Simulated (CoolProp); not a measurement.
Vapour-liquid equilibrium of isohexane (1) + benzene (2) at 0.637 MPa; x and y are mole fractions of (1).

Values from CoolProp's multi-fluid Helmholtz-energy mixture model, Lemmon 2006 and Thol 2012; pair parameters Bell 2016.

```tsv
x	bubble temperature, mixture model (°C)	bubble temperature, Raoult's law (°C)	y, mixture model	y, Raoult's law
0.05	151.5	153.1	0.096	0.075
0.125	147.9	151.1	0.212	0.181
0.2	145.1	149.3	0.307	0.280
0.275	142.8	147.4	0.387	0.371
0.35	141.0	145.6	0.459	0.457
0.425	139.4	143.9	0.524	0.536
0.5	138.0	142.2	0.586	0.611
0.575	136.8	140.6	0.647	0.681
0.65	135.8	139.0	0.707	0.746
0.725	134.8	137.5	0.767	0.807
0.8	134.0	136.0	0.829	0.864
0.875	133.3	134.6	0.892	0.918
0.95	132.6	133.2	0.956	0.968
```

The largest gap from Raoult's law is -4.6 K in bubble temperature, at x = 0.35. No azeotrope shows between x = 0.05 and 0.95.

The pair parameters rest on a limited set of measurements; away from them the model extrapolates.
